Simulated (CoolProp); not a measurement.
Aqueous sodium chloride as a coolant, 11 % by mass, freezing at -7.3 °C, 1 atm.

Computed with CoolProp (Melinder's fits for secondary coolants).

```json
[
 {"T (°C)": "-1.8", "density (kg/m³)": "1085", "viscosity (mPa s)": "2.24", "Prandtl number": "14.8", "cp (kJ/(kg K))": "3.647"},
 {"T (°C)": "4.7", "density (kg/m³)": "1083", "viscosity (mPa s)": "1.83", "Prandtl number": "11.9", "cp (kJ/(kg K))": "3.660"},
 {"T (°C)": "11.2", "density (kg/m³)": "1081", "viscosity (mPa s)": "1.52", "Prandtl number": "9.76", "cp (kJ/(kg K))": "3.672"},
 {"T (°C)": "17.8", "density (kg/m³)": "1079", "viscosity (mPa s)": "1.29", "Prandtl number": "8.10", "cp (kJ/(kg K))": "3.683"},
 {"T (°C)": "24.3", "density (kg/m³)": "1076", "viscosity (mPa s)": "1.10", "Prandtl number": "6.86", "cp (kJ/(kg K))": "3.692"},
 {"T (°C)": "30.8", "density (kg/m³)": "1074", "viscosity (mPa s)": "0.966", "Prandtl number": "5.91", "cp (kJ/(kg K))": "3.700"}
]
```
